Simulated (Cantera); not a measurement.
A closed system holds: 1 mol Fe₂O₃, a varied amount of CH₄, 0.11 mol H₂, at 133 Pa.

Method: chemical equilibrium by Gibbs-energy minimisation in Cantera with the NASA 1993 tables (ideal gas, pure condensed phases). Candidate condensed phases: C, C₆H₆, C₇H₈, C₈H₁₈, Fe, Fe(CO)₅, FeO, Fe(OH)₂, Fe(OH)₃, Fe₂O₃, Fe₃O₄, H₂O; 114 gas species. Each liquid is taken as pure. Mutual solubility and eutectic melting of coexisting phases are not modelled. The tables' stoichiometric FeO is somewhat more stable than real wüstite, so its field is too wide. FeO: taken at fixed stoichiometry. Kinetics and transport are ignored.

Stable condensed phases, one row left out:

```
T in °C \ n(CH₄) in mol
         0.71 0.83 0.98  1.1  1.3  1.6  1.9  2.2  2.6    3
   1950     A    A    B    B    B    B    B    B    B    B
   1900     A    A    A    B    B    B    B    B    B    B
   1850     A    A    A    A    B    B    B    B    B    B
   1800     A    A    A    A    A    B    B    B    B    B
   1750     A    A    A    A    A    B    B    B    B    B
   1650     A    C    C    C    C    C    D    D    D    D
   1600     C    C    C    C    C    C    D    D    D    D
   1550     C    C    C    C    C    C    D    D    D    D
```

A: FeO; B: gas only; C: Fe + FeO; D: Fe.

Problem. Give the row for 1700 °C.

Solution. 0.71: FeO; 0.83: FeO; 0.98: FeO; 1.1: Fe + FeO; 1.3: Fe + FeO; 1.6: Fe + FeO; 1.9: Fe; 2.2: Fe; 2.6: gas only; 3: gas only.
